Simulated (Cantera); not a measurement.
A Cantera script and what it prints.

```python
import numpy as np
import cantera as ct

gas_names = [...]  # 110 gases of nasa_gas.yaml made of C, H, O
cond_names = """
    C(gr) C6H6(L) C7H8(L) C8H18(L),n-octa H2O(s) H2O(L)
""".split()


# ... load() reads the species with a 1 bar reference pressure and builds the phases ...
atoms = {
    'CH4': {'C': 1, 'H': 4},
    'O2': {'O': 2},
    'H2': {'H': 2},
}
top_T = {'C(gr)': 4500}  # K; cautious upper limits of use, not melting points


# ... equilibrate(T, P, feed) seeds the gas with the atoms and calls Mixture.equilibrate('TP', solver="vcs", rtol=1e-11, max_steps=5000) ...
results = []
feed = {'CH4': 1, 'O2': 0.15, 'H2': 6.9}  # mol
P = 500  # Pa
for T in [675, 875, 1075, 1275, 1475, 1675, 1875, 2075, 2275]:
    mix = equilibrate(T, P, feed)
    results.append((T, P, feed, dict(zip(mix.species_names, mix.species_moles))))

top = {s: max(r[3][s] / sum(r[3][g] for g in gas_names) for r in results) for s in gas_names}
cols = sorted((s for s in top if top[s] > 1e-05), key=lambda s: -top[s])[:8]
seen = [c for c in cond_names if any(r[3].get(c, 0) > 1e-12 for r in results)]
print("log10 of partial pressures in bar; condensed amounts in mol")
print(f"{'T/K':>10s}" + "".join(f"{s[:9]:>10s}" for s in cols + seen))
for T, P, feed, n in results:
    ng = sum(n[g] for g in gas_names)
    print(f"{T:10.4g}" + "".join(f"{np.log10(max(n[s] / ng * P / 1e5, 1e-99)):10.3f}" for s in cols)
          + "".join(f"{n.get(c, 0):10.4g}" for c in seen))
```

Output:

```
log10 of partial pressures in bar; condensed amounts in mol
       T/K        H2         H       CH4        CO       H2O C2H2,acet       CO2       C2H     C(gr)
       675    -2.344   -15.378    -3.523    -4.549    -3.887   -16.971    -5.013   -37.777    0.4286
       875    -2.316   -11.458    -4.993    -3.796    -5.503   -12.941    -6.561   -27.737    0.6876
      1075    -2.316    -8.991    -5.977    -3.788    -7.002   -10.439    -8.442   -21.452    0.6982
      1275    -2.315    -7.290    -6.664    -3.788    -8.036    -8.731    -9.730   -17.146    0.6996
      1475    -2.316    -6.045    -7.168    -3.788    -8.789    -7.491   -10.656   -14.014    0.6998
      1675    -2.316    -5.093    -7.551    -3.788    -9.359    -6.552   -11.352   -11.635    0.6989
      1875    -2.320    -4.343    -7.857    -3.790    -9.809    -5.819   -11.893    -9.767    0.6944
      2075    -2.332    -3.741    -8.120    -3.796   -10.184    -5.239   -12.333    -8.268    0.6783
      2275    -2.369    -3.256    -8.386    -3.813   -10.528    -4.788   -12.714    -7.048    0.6359
```

Method: chemical equilibrium by Gibbs-energy minimisation in Cantera with the NASA 1993 tables (ideal gas, pure condensed phases).
